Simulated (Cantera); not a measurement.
An isothermal, constant-pressure homogeneous reactor starts with H2 : O2 : N2 = 0.039 : 1 : 0.11 (molar parts), at 1375 K and 2300 Pa. Integrator tolerance rtol = 1e-08.

Computed with Cantera and GRI-Mech 3.0 (53 species, 325 reactions). Radical loss at walls, strong at low pressure, is not modelled. The temperature is held fixed by assumption; the heat of reaction is taken as removed at once.

### Question
What does this change do: pressure from 2300 Pa to 180 Pa?

### Answer
```csv
quantity,before,after
x(H2) at 2.00 s,7.24e-7 (gas-phase equilibrium 7.52e-8),0.000342 (gas-phase equilibrium 2.69e-7)
x(O2) at 2.00 s,0.868 (gas-phase equilibrium 0.868),0.848 (gas-phase equilibrium 0.868)
x(NO2) at 2.00 s,9.03e-11 (gas-phase equilibrium 1.12e-6),<1e-12 (gas-phase equilibrium 3.15e-7)
x(H) at 2.00 s,1.85e-7 (gas-phase equilibrium 6.24e-9),0.00210 (gas-phase equilibrium 4.21e-8)
x(N2O) at 2.00 s,6.28e-9 (gas-phase equilibrium 1.54e-9),2.89e-10 (gas-phase equilibrium 4.30e-10)
x(H2O) at 2.00 s,0.0344 (gas-phase equilibrium 0.0345),0.0310 (gas-phase equilibrium 0.0345)
x(OH) at 2.00 s,0.000159 (gas-phase equilibrium 5.15e-5),0.00343 (gas-phase equilibrium 9.73e-5)
```

### Question
What does this change do: pressure from 2300 Pa to 170 Pa?

### Answer
| quantity | before | after |
|---|---|---|
| x(H2) at 2.00 s | 7.24e-7 (gas-phase equilibrium 7.52e-8) | 0.000352 (gas-phase equilibrium 2.76e-7) |
| x(O2) at 2.00 s | 0.868 (gas-phase equilibrium 0.868) | 0.847 (gas-phase equilibrium 0.868) |
| x(NO2) at 2.00 s | 9.03e-11 (gas-phase equilibrium 1.12e-6) | <1e-12 (gas-phase equilibrium 3.06e-7) |
| x(H) at 2.00 s | 1.85e-7 (gas-phase equilibrium 6.24e-9) | 0.00220 (gas-phase equilibrium 4.40e-8) |
| x(N2O) at 2.00 s | 6.28e-9 (gas-phase equilibrium 1.54e-9) | 2.70e-10 (gas-phase equilibrium 4.18e-10) |
| x(H2O) at 2.00 s | 0.0344 (gas-phase equilibrium 0.0345) | 0.0309 (gas-phase equilibrium 0.0345) |
| x(OH) at 2.00 s | 0.000159 (gas-phase equilibrium 5.15e-5) | 0.00348 (gas-phase equilibrium 9.87e-5) |
